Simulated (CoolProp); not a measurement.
Vapour pressure (MPa) of nitrogen: the reference equation beside estimates from Tc = -147.0 °C, pc = 3.396 MPa, ω = 0.037. Clausius-Clapeyron is anchored at -177.65 °C with a constant enthalpy of vaporisation of 4.774 kJ/mol.

Model: reference Helmholtz-energy equation of state, Span 2000, in CoolProp.

```json
[
 {"T (°C)": "-194.95", "reference": "0.1118", "Lee-Kesler": "[?]", "Clausius-Clapeyron": "0.1485", "van der Waals": "0.3545", "Redlich-Kwong": "0.09683"},
 {"T (°C)": "-190.55", "reference": "0.1803", "Lee-Kesler": "0.1799", "Clausius-Clapeyron": "0.2196", "van der Waals": "0.4790", "Redlich-Kwong": "0.1641"},
 {"T (°C)": "-186.25", "reference": "0.2737", "Lee-Kesler": "0.2736", "Clausius-Clapeyron": "0.3097", "van der Waals": "0.6258", "Redlich-Kwong": "0.2582"},
 {"T (°C)": "-181.95", "reference": "0.3989", "Lee-Kesler": "0.3992", "Clausius-Clapeyron": "0.4229", "van der Waals": "0.7995", "Redlich-Kwong": "0.3865"},
 {"T (°C)": "-177.65", "reference": "0.5615", "Lee-Kesler": "0.5620", "Clausius-Clapeyron": "0.5615", "van der Waals": "1.002", "Redlich-Kwong": "0.5549"},
 {"T (°C)": "-173.35", "reference": "0.7675", "Lee-Kesler": "0.7678", "Clausius-Clapeyron": "0.7276", "van der Waals": "1.234", "Redlich-Kwong": "0.7692"},
 {"T (°C)": "-168.95", "reference": "1.030", "Lee-Kesler": "1.029", "Clausius-Clapeyron": "0.9277", "van der Waals": "1.505", "Redlich-Kwong": "1.042"},
 {"T (°C)": "-164.65", "reference": "1.342", "Lee-Kesler": "1.341", "Clausius-Clapeyron": "1.154", "van der Waals": "1.802", "Redlich-Kwong": "1.365"},
 {"T (°C)": "-160.35", "reference": "[?]", "Lee-Kesler": "1.715", "Clausius-Clapeyron": "1.412", "van der Waals": "2.134", "Redlich-Kwong": "1.750"},
 {"T (°C)": "-156.05", "reference": "2.165", "Lee-Kesler": "2.161", "Clausius-Clapeyron": "[?]", "van der Waals": "2.501", "Redlich-Kwong": "2.202"}
]
```

Some entries are withheld; supply them.


- -194.95, Lee-Kesler: 0.1113
- -160.35, reference: 1.718
- -156.05, Clausius-Clapeyron: 1.702

Absolute difference from the reference over all 10 rows, mean and median: Lee-Kesler 0.1 and 0.1 %, Clausius-Clapeyron 14.2 and 13.6 %, van der Waals 87.1 and 69.6 %, Redlich-Kwong 3.9 and 1.8 %.
